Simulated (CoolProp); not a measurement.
Vapour-liquid equilibrium of R143a (1) + dimethyl ether (2) at 188.2 K; x and y are mole fractions of (1).

Values from CoolProp's multi-fluid Helmholtz-energy mixture model, Lemmon and Jacobsen 2000 and Wu 2011; pair parameters Bell 2016.

```csv
x,bubble pressure (bar),y at the bubble point,dew pressure at overall composition x (bar),liquid density (mol/L)
0.05,0.03285,(withheld),0.02820,17.51
0.125,0.04092,0.418,0.03012,17.29
0.2,0.04837,(withheld),0.03232,17.08
0.275,0.05530,0.636,0.03485,16.87
0.35,0.06180,0.704,0.03780,(withheld)
0.425,0.06797,0.758,0.04127,16.46
0.5,0.07388,0.802,(withheld),16.26
0.575,0.07960,0.840,0.05041,16.07
0.65,0.08518,0.874,0.05652,(withheld)
0.725,0.09069,0.904,0.06409,(withheld)
0.8,0.09617,0.932,0.07357,15.51
0.875,0.1017,0.958,0.08540,(withheld)
0.95,0.1072,0.984,0.09989,15.16
```

### Question
Fill in the missing entries.

### Answer

- 0.05, y at the bubble point: 0.217
- 0.2, y at the bubble point: 0.546
- 0.35, liquid density (mol/L): 16.66
- 0.5, dew pressure at overall composition x (bar): 0.04541
- 0.65, liquid density (mol/L): 15.88
- 0.725, liquid density (mol/L): 15.70
- 0.875, liquid density (mol/L): 15.34

No azeotrope shows between x = 0.05 and 0.95.

The pair parameters rest on a limited set of measurements; away from them the model extrapolates.
